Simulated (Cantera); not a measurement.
A freely propagating, adiabatic, planar premixed flame of CH₃OH : O₂ : N₂ : H₂O = 1 : 1.25 : 4.7 : 2 (molar parts), equivalence ratio 1.2, unburnt at 400 K and 1130 Torr; mixture-averaged transport, grid criteria slope 0.08 and curve 0.16, no radiation.

Cantera simulation using GRI-Mech 3.0 (53 species, 325 reactions); the numbers are that mechanism's predictions, not measurements. GRI-Mech 3.0 was tuned for natural gas; its chemistry of methanol as a main component is partial and can be far from experiment. Burning velocities carry a grid error of a few per cent, more on coarse grids.

**Question.** How do the results move with these cheaper or finer settings: unity-Lewis-number transport; multicomponent transport; multicomponent+Soret transport; grid criteria slope 0.5, curve 1; grid criteria slope 0.25, curve 0.5; grid criteria slope 0.03, curve 0.06?

**Answer.** 
```tsv
setting	laminar burning velocity	thermal thickness	peak x(O)	peak x(CH₂O)	grid points
as above	37.3 cm/s	0.332 mm	0.000715	0.00702	128
unity-Lewis-number transport	26.1 cm/s	0.442 mm	0.000844	0.00419	133
multicomponent transport	37.9 cm/s	0.338 mm	0.000729	0.00711	129
multicomponent+Soret transport	37.0 cm/s	0.342 mm	0.000732	0.00708	129
grid criteria slope 0.5, curve 1	45.0 cm/s	0.363 mm	0.000823	0.00705	32
grid criteria slope 0.25, curve 0.5	39.9 cm/s	0.341 mm	0.000760	0.00699	54
grid criteria slope 0.03, curve 0.06	36.1 cm/s	0.331 mm	0.000698	0.00700	300
```
The base run took very roughly 13 core-seconds.
Unity Lewis numbers drop preferential diffusion, which matters most where H2 and H carry the flame; Soret adds thermal diffusion.
